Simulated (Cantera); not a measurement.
Diamond growth

A diamond (100) surface in a fixed gas of H2 with x(CH4) = 0.008, x(H) = 0.0085, x(CH3) = 0.00083, 0.0250 bar; coverages are run to steady state.

Detailed kinetics in Cantera: the Harris–Goodwin 1993 mechanism for the reconstructed diamond (100) surface.

| T (K) | growth (µm/h) | θ c6HH | θ c6H* | θ c6*H | θ c6** | θ c6HM |
|---|---|---|---|---|---|---|
| 950 | 7.80 | 0.594 | 0.0131 | 0.309 | 0.00603 | 0.0596 |
| 1025 | 10.6 | 0.542 | 0.0194 | 0.370 | 0.0106 | 0.0415 |
| 1100 | 11.1 | 0.494 | 0.0269 | 0.425 | 0.0172 | 0.0238 |
| 1175 | 7.72 | 0.450 | 0.0352 | 0.473 | 0.0258 | 0.00905 |
| 1250 | 4.80 | 0.407 | 0.0436 | 0.507 | 0.0361 | 0.00245 |
| 1325 | 4.12 | 0.368 | 0.0517 | 0.530 | 0.0477 | 0.000605 |
| 1400 | 3.99 | 0.334 | 0.0595 | 0.544 | 0.0603 | 0.000148 |
θ: site fractions in the mechanism's names (c6HH fully hydrogenated, c6H* and c6*H radical sites, c6** diradical, c6HM methylated).
